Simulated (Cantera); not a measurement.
Input (Python, Cantera) and output of one run.

```python
import numpy as np
import cantera as ct

gas_names = """
    O TaO2 CO2
""".split()
cond_names = """
    C(gr) Ta2O5(s) Ta2O5(L) TaC(s) TaC(L)
""".split()


# ... load() reads the species with a 1 bar reference pressure and builds the phases ...
species = {s.name: s for s in load("nasa_gas.yaml", gas_names) + load("nasa_condensed.yaml", cond_names)}
# Each term lists the table entries of one substance; the one whose range holds T is used.
reactions = {
    '2 C + Ta2O5 = 5 O(g) + 2 TaC':
        [(-2, ['C(gr)']), (-1, ['Ta2O5(s)', 'Ta2O5(L)']), (5, ['O']), (2, ['TaC(s)', 'TaC(L)'])],
    '2 C + TaO2(g) = TaC + CO2(g)':
        [(-2, ['C(gr)']), (-1, ['TaO2']), (1, ['TaC(s)', 'TaC(L)']), (1, ['CO2'])],
}


def pick(names, T):
    return next(species[n] for n in names if species[n].thermo.min_temp <= T <= species[n].thermo.max_temp)


results = []
for label, terms in reactions.items():
    print(label)
    print("     T/K   dH/kJ  dS/(J/K)   dG/kJ   log10 K")
    for T in [1125, 1225, 1325, 1425, 1525, 1625, 1725, 1825]:
        used = [(nu, pick(names, T)) for nu, names in terms]
        dH = sum(nu * s.thermo.h(T) for nu, s in used) / 1e6
        dS = sum(nu * s.thermo.s(T) for nu, s in used) / 1e3
        dG = dH - T * dS / 1e3
        logK = -dG * 1e6 / (ct.gas_constant * T * np.log(10))
        results.append((label, T, dH, dS, dG, logK, [s.name for _, s in used]))
        print(f"{T:8g} {dH:8.1f} {dS:8.1f} {dG:8.1f} {logK:8.2f}")
```

Output:

```
2 C + Ta2O5 = 5 O(g) + 2 TaC
     T/K   dH/kJ  dS/(J/K)   dG/kJ   log10 K
    1125   3001.2    739.4   2169.4  -100.72
    1225   2999.0    737.5   2095.5   -89.35
    1325   2996.7    735.7   2021.9   -79.71
    1425   2994.2    733.9   1948.4   -71.42
    1525   2991.7    732.2   1875.1   -64.22
    1625   2989.2    730.6   1802.0   -57.92
    1725   2986.5    729.0   1729.0   -52.35
    1825   2983.9    727.5   1656.1   -47.40
2 C + TaO2(g) = TaC + CO2(g)
     T/K   dH/kJ  dS/(J/K)   dG/kJ   log10 K
    1125   -330.1    -23.8   -303.3    14.08
    1225   -329.4    -23.2   -301.0    12.83
    1325   -328.7    -22.6   -298.7    11.77
    1425   -327.9    -22.1   -296.4    10.87
    1525   -327.0    -21.5   -294.3    10.08
    1625   -326.1    -20.9   -292.1     9.39
    1725   -325.1    -20.3   -290.1     8.78
    1825   -324.1    -19.7   -288.1     8.25
```

Source: NASA polynomial tables (part measured, part estimated), evaluated in Cantera. TaC: taken at fixed stoichiometry. Condensed species are held in their standard states even where they would react or evaporate.
